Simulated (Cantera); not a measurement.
Input: 1 mol MgO, 19 mol HBr, 34 mol N2, held at 1225 K and 13.3 mbar.

Cantera equilibrium calculation (NASA polynomials, part measured and part estimated; ideal gas, pure solids and liquids). The numbers say what is thermodynamically allowed, not how fast it happens.

```json
[
 {"species": "N2", "before": "0.640", "after": "0.639"},
 {"species": "HBr", "before": "0.314", "after": "0.313"},
 {"species": "H2O", "before": "0.0188", "after": "0.0200"},
 {"species": "Br", "before": "0.00559", "after": "0.00645"},
 {"species": "MgBr2", "before": "0.0188", "after": "0.0188"},
 {"species": "H2", "before": "0.00296", "after": "0.00220"},
 {"species": "Br2", "before": "0.000164", "after": "0.000219"}
]
```
Gas species are given as mole fractions.

**Question.** Name the change that produced these shifts.
A) 0.033 mol O2 added
B) temperature from 1225 K to 1848 K
C) temperature from 1225 K to 1973 K
D) 0.085 mol NH3 added

**Answer.** A, 0.033 mol O2 added
